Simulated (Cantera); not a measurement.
Cantera run, input and output.

```python
import numpy as np
import cantera as ct

gas = ct.Solution("gri30.yaml")


def delay(T, t_max=10):
    gas.TPX = T, 160000, {'C3H8': 1, 'O2': 3.85, 'N2': 14.6}
    reactor = ct.IdealGasConstPressureReactor(gas, clone=False)
    net = ct.ReactorNet([reactor])
    net.rtol, net.atol = 1e-8, 1e-16
    while net.time < t_max:
        t_old, T_old = net.time, reactor.T
        net.step()
        if reactor.T > T + 400:  # ignition: a rise of 400 K
            return t_old + (T + 400 - T_old) / (reactor.T - T_old) * (net.time - t_old)
    return np.nan


taus = []
for T in [1200, 1275, 1350, 1425, 1500, 1575, 1650, 1725, 1800, 1875]:
    taus.append(delay(T))
    print(f"T0 = {T:6g} K   tau = {taus[-1]:.4e} s")
```

Output:

```
T0 =   1200 K   tau = 5.1056e-03 s
T0 =   1275 K   tau = 1.2394e-03 s
T0 =   1350 K   tau = 3.7019e-04 s
T0 =   1425 K   tau = 1.3608e-04 s
T0 =   1500 K   tau = 6.0396e-05 s
T0 =   1575 K   tau = 3.1460e-05 s
T0 =   1650 K   tau = 1.8652e-05 s
T0 =   1725 K   tau = 1.2233e-05 s
T0 =   1800 K   tau = 8.6678e-06 s
T0 =   1875 K   tau = 6.5148e-06 s
```

Computed with Cantera and GRI-Mech 3.0 (53 species, 325 reactions). GRI-Mech 3.0 was tuned for natural gas; its chemistry of propane as a main component is partial and can be far from experiment.
